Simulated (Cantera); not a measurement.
An isothermal, constant-pressure homogeneous reactor starts with CH4 : H2 : N2 = 1 : 5.8 : 0.16 (molar parts), at 1650 K and 0.0306 atm.

Computed with Cantera and GRI-Mech 3.0 (53 species, 325 reactions). GRI-Mech 3.0 stops at C3 and has no aromatics, soot or wall deposition, so with more carbon than oxygen in the feed, carbon stays in small species such as C2H2 where larger ones or solid carbon would form. Radical loss at walls, strong at low pressure, is not modelled.

x: mole fraction; the columns are a selection and need not sum to one.

```json
[
 {"t (s)": "0.000300", "x CH4": "0.144", "x H2": "0.833", "x C2H": "<1e-12", "x C2H2": "6.14e-12", "x CH2": "1.23e-10"},
 {"t (s)": "0.000675", "x CH4": "0.144", "x H2": "0.833", "x C2H": "<1e-12", "x C2H2": "1.89e-10", "x CH2": "6.58e-10"},
 {"t (s)": "0.00152", "x CH4": "0.144", "x H2": "0.833", "x C2H": "<1e-12", "x C2H2": "6.06e-9", "x CH2": "3.36e-9"},
 {"t (s)": "0.00342", "x CH4": "0.143", "x H2": "0.833", "x C2H": "<1e-12", "x C2H2": "2.17e-7", "x CH2": "1.64e-8"},
 {"t (s)": "0.00770", "x CH4": "0.143", "x H2": "0.833", "x C2H": "6.23e-12", "x C2H2": "8.43e-6", "x CH2": "7.26e-8"},
 {"t (s)": "0.0173", "x CH4": "0.141", "x H2": "0.834", "x C2H": "3.38e-10", "x C2H2": "0.000250", "x CH2": "2.21e-7"},
 {"t (s)": "0.0390", "x CH4": "0.135", "x H2": "0.837", "x C2H": "…", "x C2H2": "0.00244", "x CH2": "2.98e-7"},
 {"t (s)": "0.0877", "x CH4": "0.122", "x H2": "0.845", "x C2H": "…", "x C2H2": "0.00831", "x CH2": "2.84e-7"},
 {"t (s)": "0.197", "x CH4": "0.0993", "x H2": "0.858", "x C2H": "…", "x C2H2": "0.0185", "x CH2": "2.54e-7"},
 {"t (s)": "0.444", "x CH4": "0.0686", "x H2": "0.876", "x C2H": "…", "x C2H2": "0.0322", "x CH2": "2.06e-7"},
 {"t (s)": "1.00", "x CH4": "0.0384", "x H2": "0.894", "x C2H": "…", "x C2H2": "0.0457", "x CH2": "1.44e-7"}
]
```

Q: Fill in the missing entries.

A: 
- 0.0390, x C2H: 3.98e-9
- 0.0877, x C2H: 1.38e-8
- 0.197, x C2H: 3.18e-8
- 0.444, x C2H: 5.90e-8
- 1.00, x C2H: 9.11e-8
